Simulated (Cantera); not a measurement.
Feed: 1 mol Si₃H₈, 0.15 mol HCl, 800 mol H₂, held at 51.0 Torr.

These are equilibrium values from Cantera (NASA tables, ideal gas, pure condensed phases), not measurements of a reactor. Candidate condensed phases: Si; 19 gas species. The feed counts by its element totals alone. Gases not in the tables: Si₂H₆ and higher silanes. The numbers say what is thermodynamically allowed, not how fast it happens.

**Question.** Which condensed phases are stable at each of these points (T (K)): 873, 948, 1023, 1098, 1173, 1248, 1323, 1398, 1473, 1548, 1623, 1698?

**Answer.** 
```csv
T (K),condensed phases,Si condensed (%)
873,Si(s),100.0
948,Si(s),100.0
1023,Si(s),100.0
1098,Si(s),100.0
1173,Si(s),100.0
1248,Si(s),100.0
1323,Si(s),100.0
1398,Si(s),100.0
1473,Si(s),100.0
1548,Si(s),99.9
1623,Si(s),99.7
1698,Si(l),99.3
```

From 873 K to 1623 K the condensed part is Si(s). At 1698 K the condensed part is Si(l).
